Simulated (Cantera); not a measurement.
Si + CO2 + N2 + N2O (thermal oxidation and active oxidation of silicon)

A closed system holds: 1 mol Si, 0.014 mol CO2, a varied amount of N2, 2.9 mol N2O, equilibrated at 1227 °C and 0.100 bar.

Equilibrium computed with Cantera from the NASA thermochemical tables; the gas is ideal and each condensed phase is pure. Candidate condensed phases: C, Si, SiC, SiO2, Si2N2O, Si3N4; 34 gas species. The tables hold silica as quartz up to 1696 K and as liquid above; real silica turns to tridymite and cristobalite and melts near 1996 K. Equilibrium is a limit: real reactors are often held back by kinetics, nucleation or transport.

| n(N2) (mol) | x N2 | x O2 | x CO2 | x NO | x O | n SiO2(β-quartz) |
|---|---|---|---|---|---|---|
| 7.7 | 0.958 | 0.0404 | 0.00127 | 0.000592 | 2.58e-6 | 1.00 |
| 16 | 0.976 | 0.0230 | 0.000723 | 0.000451 | 1.95e-6 | 1.00 |
| 34 | 0.987 | 0.0119 | 0.000375 | 0.000326 | 1.40e-6 | 1.00 |
| 72 | 0.994 | 0.00586 | 0.000186 | 0.000229 | 9.81e-7 | 1.00 |
| 150 | 0.997 | 0.00285 | 9.13e-5 | 0.000160 | 6.85e-7 | 1.00 |
| 320 | 0.999 | 0.00134 | 4.33e-5 | 0.000110 | 4.69e-7 | 1.00 |
| 670 | 0.999 | 0.000630 | 2.08e-5 | 7.55e-5 | 3.22e-7 | 1.00 |
x: gas mole fraction; n: condensed amount in mol.

From 7.7 mol N2 to 670 mol N2 the condensed part is SiO2(β-quartz).
